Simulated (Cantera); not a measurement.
Standard-state values (1 bar) from the NASA 1993 polynomials, evaluated with Cantera. Values are per mole of reaction as written; species without (g) are pure solids or liquids, kept so even where they would boil at 1 bar.

Q: Between 723 and 1173 K, where is each reaction favourable under standard conditions?
- 6 HI(g) + 6 Na + N2(g) = 6 NaI + 2 NH3(g)
- 2 HI(g) + 2 Na(g) = 2 NaI + H2(g)

A: 
- 6 HI(g) + 6 Na + N2(g) = 6 NaI + 2 NH3(g): ΔG° is -1414 kJ at 723 K and -1105 kJ at 1173 K; it stays negative (K > 1). ΔH° is -1805 kJ and ΔS° -597 J/K at 1173 K.
- 2 HI(g) + 2 Na(g) = 2 NaI + H2(g): ΔG° is -567 kJ at 723 K and -422 kJ at 1173 K; it stays negative (K > 1). ΔH° is -758 kJ and ΔS° -287 J/K at 1173 K.
